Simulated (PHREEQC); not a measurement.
A solution holds 0.0049 mol/kgw H2S and 0.013 mol/kgw FeCl2, at 25 °C. Closed to the air; pH follows from the charge balance.

All values are PHREEQC results (ion-association model, phreeqc.dat), not measurements.

```
quantity              before     after
------------------  --------  --------
pH                      3.84      4.04
FeCl+ (mol/kgw)     0.000231  0.000236
Fe(HS)2 (mol/kgw)    8.16e-5   5.09e-5
HS- (mol/kgw)        4.54e-6   3.53e-6
Fe(HS)3- (mol/kgw)   4.04e-8   1.95e-8
FeOH+ (mol/kgw)      1.69e-8   5.50e-9
```

Question: Name the change that produced these shifts.
A) 0.0017 mol/kgw NH4HS added
B) temperature from 25 to 5 °C
C) FeCl2 from 0.013 to 0.0026 mol/kgw

Answer: B, temperature from 25 to 5 °C

Precipitation was switched off in this run. Some of these states are supersaturated (in Mackinawite, FeS(ppt), for instance). Constants without temperature data keep their 25 °C values here.
